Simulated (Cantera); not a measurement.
Feed: 1 mol Ta2O5, 5.8 mol CO, 4.5 mol H2, equilibrated at 13.3 mbar.

Equilibrium computed with Cantera from the NASA thermochemical tables; the gas is ideal and each condensed phase is pure. Candidate condensed phases: C, C6H6, C7H8, C8H18, H2O, Ta, TaC, Ta2O5; 113 gas species. Mutual solubility and eutectic melting of coexisting phases are not modelled. TaC: taken at fixed stoichiometry. Condensed phases not in the tables: Ta2C. Equilibrium is a limit: real reactors are often held back by kinetics, nucleation or transport.

Q: At 1550 K, list the 5 most abundant gas species with their mole fractions, and the condensed phases.

A: CO 0.563, H2 0.436, H2O 0.000624, CO2 0.000288, H 0.000180. Condensed: TaC(s) + Ta2O5(s).
